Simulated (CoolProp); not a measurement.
Vapour-liquid equilibrium of CH2F2 (R32) (1) + R125 (2) at 0.862 MPa; x and y are mole fractions of (1).

Computed with CoolProp (multi-fluid Helmholtz-energy mixture model, Tillner-Roth 1997 and Lemmon 2005; pair parameters Lemmon 2004).

```csv
x,bubble temperature (°C),y at the bubble point,dew temperature at overall composition x (°C),liquid density (mol/L)
0.05,7.6,0.063,7.7,10.95
0.2,5.9,0.241,6.3,11.86
0.35,4.5,0.400,4.9,12.89
0.5,3.4,0.543,3.7,14.08
0.65,2.5,0.678,2.7,15.48
0.8,2.0,0.811,2.0,17.19
0.95,1.8,0.950,1.8,19.32
```

y crosses x between x = 0.8 and 0.95: the model has an azeotrope there.

Pair parameters are fitted to limited data, so mixtures are less certain than the pure fluids.
